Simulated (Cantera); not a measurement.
Input: 1 mol FeS2, 9.8 mol O2, 4.4 mol CO2, 1.9 mol SO2, held at 49000 Pa.

Cantera equilibrium calculation (NASA polynomials, part measured and part estimated; ideal gas, pure solids and liquids). Candidate condensed phases: C, Fe, Fe(CO)5, FeO, FeS, FeSO4, FeS2, Fe2O3, Fe2(SO4)3, Fe3O4, S; 25 gas species. The numbers say what is thermodynamically allowed, not how fast it happens.

x: gas mole fraction; n: condensed amount in mol.

```csv
T (°C),x O2,x CO2,x SO2,x SO3,x O,x CO,n Fe2(SO4)3(s),n Fe2O3(s)
552,0.434,0.366,0.0179,0.182,<1e-12,<1e-12,0.500,0
602,0.439,0.363,0.0360,0.162,1.94e-12,<1e-12,0.500,0
652,0.446,0.358,0.0613,0.134,1.28e-11,2.96e-12,0.500,0
702,0.421,0.307,0.129,0.143,6.68e-11,1.72e-11,0,0.500
752,0.432,0.301,___,___,___,___,0,0.500
802,0.440,0.297,0.192,0.0711,1.24e-9,4.16e-10,0,0.500
852,0.446,0.294,0.212,0.0486,4.40e-9,1.66e-9,0,0.500
902,0.450,0.291,0.225,___,___,___,0,0.500
952,0.453,0.290,0.234,0.0232,4.05e-8,1.91e-8,0,0.500
```

Task: Complete the blanks.

Result: 
- 902, x SO3: 0.0334
- 902, x O: 1.40e-8
- 902, x CO: 5.93e-9
- 752, x SO2: 0.164
- 752, x SO3: 0.103
- 752, x O: 3.10e-10
- 752, x CO: 9.14e-11
